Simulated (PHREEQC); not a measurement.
A column of 0.2 m (40 cells, dispersivity 0.01 m, 3600 s a shift, diffusion coefficient 3e-10 m²/s) holds 0.00066 eq of the database's cation exchanger X per kg of pore water, first in equilibrium with 0.0011 mol/kgw LiCl and 1e-05 mol/kgw HCl. It is flushed with 0.00067 mol NaCl and 1e-05 mol HCl per kg of water, at 25 °C. Values are for the last cell. No CO2 enters from the air. Precipitation was switched off in this run.

The series has 33 steps of pore volumes, from 0 to 4.013.

The numbers come from PHREEQC with the ion-association model, phreeqc.dat.

### Question
After how many pore volumes does Na at the outlet first reach half of its feed value?

### Answer
By 2.0 pore volumes.

Complexes and solids missing from the database can't appear.
